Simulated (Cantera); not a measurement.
Cantera run, input and output.

```python
import numpy as np
import cantera as ct

gas = ct.Solution("h2o2.yaml")
gas.TPX = 500, 450000, {'H2': 1, 'O2': 0.208, 'N2': 0.783}
flame = ct.FreeFlame(gas, width=0.014)
flame.set_refine_criteria(ratio=3, slope=0.08, curve=0.16)
flame.transport_model = "mixture-averaged"
flame.solve(loglevel=0, auto=True)
flame.transport_model = "multicomponent"
flame.soret_enabled = True
flame.solve(loglevel=0, refine_grid=True)
z, T = flame.grid, flame.T
thick = (T[-1] - T[0]) / np.gradient(T, z).max()
show = ['H2', 'O2', 'O', 'H2O', 'HO2', 'H2O2']
print(f"laminar burning velocity  {flame.velocity[0] * 100:.3f} cm/s")
print(f"burnt temperature         {T[-1]:.1f} K")
print(f"thermal thickness         {thick * 1e3:.4f} mm")
print(f"grid points               {len(z)}")
z0 = z[flame.heat_release_rate.argmax()]
print(f"{'z/mm':>9s}{'T/K':>9s}{'u/(m/s)':>9s}" + "".join(f"{s:>11s}" for s in show))
rows = []
for k in (-3, -2, -1.5, -1, -0.5, -0.25, 0, 0.25, 0.5, 1, 2, 4, 8):
    zz = z0 + k * thick
    rows.append([k * thick, np.interp(zz, z, T), np.interp(zz, z, flame.velocity),
                 *(np.interp(zz, z, flame.X[gas.species_index(s)]) for s in show)])
    print(f"{rows[-1][0] * 1e3:9.3f}{rows[-1][1]:9.1f}{rows[-1][2]:9.3f}" + "".join(f"{x:11.3e}" for x in rows[-1][3:]))
```

Result:

```
laminar burning velocity  578.881 cm/s
burnt temperature         2099.9 K
thermal thickness         0.0620 mm
grid points               110
     z/mm      T/K  u/(m/s)         H2         O2          O        H2O        HO2       H2O2
   -0.186    500.0    5.789  5.023e-01  1.045e-01  2.099e-12  8.760e-10  8.683e-11  2.805e-12
   -0.124    500.0    5.788  5.022e-01  1.045e-01  1.062e-10  3.318e-08  3.958e-09  1.341e-10
   -0.093    500.2    5.786  5.018e-01  1.046e-01  2.492e-09  7.076e-07  1.060e-07  3.730e-09
   -0.062    501.8    5.780  4.993e-01  1.051e-01  5.286e-08  1.495e-05  2.940e-06  1.069e-07
   -0.031    579.7    6.350  4.680e-01  1.095e-01  1.296e-05  3.515e-03  6.179e-04  2.919e-05
   -0.015    887.6    9.459  4.331e-01  9.881e-02  2.194e-04  3.337e-02  5.943e-04  5.942e-05
    0.000   1268.9   13.413  3.824e-01  6.831e-02  1.080e-03  9.647e-02  2.635e-04  1.581e-05
    0.015   1531.8   16.176  3.307e-01  3.240e-02  1.441e-03  1.648e-01  1.127e-04  2.637e-06
    0.031   1670.7   17.633  3.038e-01  1.183e-02  9.026e-04  2.041e-01  3.969e-05  1.162e-06
    0.062   1788.0   18.815  2.947e-01  1.485e-03  3.273e-04  2.248e-01  4.715e-06  4.781e-07
    0.124   1881.0   19.699  3.006e-01  1.164e-04  1.672e-04  2.290e-01  4.199e-07  2.309e-07
    0.248   1962.1   20.445  3.082e-01  2.803e-05  8.129e-05  2.308e-01  1.350e-07  1.103e-07
    0.496   2020.9   20.971  3.138e-01  1.139e-05  3.324e-05  2.324e-01  5.963e-08  4.868e-08
```

Computed with Cantera and the H2/O2 subset of GRI-Mech 3.0, which has no nitrogen chemistry. The hydrogen kinetics of GRI-Mech 3.0 are dated; newer H2 mechanisms differ, most at raised pressure. Burning velocities carry a grid error of a few per cent, more on coarse grids.
